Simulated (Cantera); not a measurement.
**Thermodynamics of iron carbonyl, mercury and lead vapours, feed Pb + CO + H₂ + O₂**

Charge: 1 mol Pb, 2.9 mol CO, 0.19 mol H₂, 0.29 mol O₂, equilibrated at 823 K and 0.120 bar.

Method: chemical equilibrium by Gibbs-energy minimisation in Cantera with the NASA 1993 tables (ideal gas, pure condensed phases). Candidate condensed phases: C, C₆H₆, C₇H₈, C₈H₁₈, H₂O, Pb, PbO, PbO₂, Pb₃O₄; 113 gas species. Rates play no part.

The x(CO₂) comes out as 0.595 and the x(CO) comes out as 0.322. The x(H₂) is 0.0552 and the x(H₂O) comes out as 0.0282. The x(CH₄) comes out as 0.000341. The x(Pb) is 1.12e-6. The n(C(graphite)) is 0.827 mol and the n(Pb(l)) is 1.000 mol. The gas amount is 2.261 mol and the log10 activity of PbO₂(s) (absent) is -19.10.
